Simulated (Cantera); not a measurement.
## Oxide etching and cleaning by halides: CuO + HF + N₂

Charge: 1 mol CuO, 4.2 mol HF, 9.8 mol N₂, held at 0.100 bar.

Cantera equilibrium calculation (NASA polynomials, part measured and part estimated; ideal gas, pure solids and liquids). Candidate condensed phases: Cu, CuF₂, CuO, Cu(OH)₂, Cu₂O, H₂O; 45 gas species. Mutual solubility and eutectic melting of coexisting phases are not modelled. Rates play no part.

```tsv
T (K)	log p N₂	log p HF	log p O₂	log p CuF	log p H₂O	n CuF₂(s)	n CuO(s)	n Cu₂O(s)	n Cu₂O(l)
825	-1.15	-1.52	-6.87	-8.47	-4.42	0.00535	0.995	0	0
900	-1.15	-1.52	-5.44	-7.12	-4.81	0.00209	0.996	0.00101	0
975	-1.16	-1.52	-4.25	-5.99	-5.15	0.000159	0.967	0.0158	0
1050	-1.16	-1.53	-3.23	-5.32	-4.82	0	0.665	0.166	0
1125	-1.16	-1.53	-2.76	-4.76	-4.54	0	0	0.497	0
1200	-1.16	-1.53	-2.76	-4.26	-4.29	0	0	0.494	0
1275	-1.16	-1.53	-2.76	-3.85	-4.03	0	0	0.488	0
1350	-1.16	-1.54	-2.76	-3.51	-3.75	0	0	0.476	0
1425	-1.16	-1.54	-2.76	-3.21	-3.49	0	0	0.455	0
1500	-1.17	-1.55	-2.76	-2.96	-3.25	0	0	0.420	0
1575	-1.17	-1.56	-2.77	-2.76	-3.06	0	0	0	0.374
```
log p: log10 of the partial pressure in bar; n: condensed amount in mol.

At 825 K the condensed part is CuF₂(s) + CuO(s). From 900 K to 975 K the condensed part is CuF₂(s) + CuO(s) + Cu₂O(s). At 1050 K the condensed part is CuO(s) + Cu₂O(s). From 1125 K to 1500 K the condensed part is Cu₂O(s). At 1575 K the condensed part is Cu₂O(l). The main Cu-bearing gas is CuF₂ at 825 K and CuF at 1575 K.
